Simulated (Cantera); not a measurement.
Charge: 1 mol N2O, 2 mol O2, at 0.133 bar.

Equilibrium computed with Cantera from the NASA thermochemical tables; the gas is ideal and each condensed phase is pure. Kinetics and transport are ignored. All values below are at 2123 K.

Base state: O2 0.705, N2 0.279, NO 0.0115, O 0.00375, NO2 1.10e-5 (mole fractions); condensed: gas only.

What changes in the equilibrium state with this change: 0.94 mol HCl added?


```csv
species,before,after
O2,0.705,0.521
N2,0.279,0.216
HCl,0,0.121
Cl,0,0.0843
H2O,0,0.0405
NO,0.0115,0.00868
OH,0,0.00477
Cl2,0,0.000717
```
Further candidate phases: H2O, NH4Cl.
